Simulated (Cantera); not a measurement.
An isothermal, constant-pressure homogeneous reactor starts with CH₂O : O₂ : N₂ = 0.0008 : 0.0024 : 1 (molar parts), equivalence ratio 0.33, at 900 K and 500000 Pa.

Cantera simulation using GRI-Mech 3.0 (53 species, 325 reactions); the numbers are that mechanism's predictions, not measurements. Below about 1000 K GRI-Mech 3.0 lacks low-temperature oxidation paths.

**Question.** Predict: x(O₂) at 4.00 s; x(CO₂) at 4.00 s.

**Answer.** 
- x(O₂) at 4.00 s = 0.00196 (gas-phase equilibrium 0.00159)
- x(CO₂) at 4.00 s = 0.000156 (gas-phase equilibrium 0.000797)
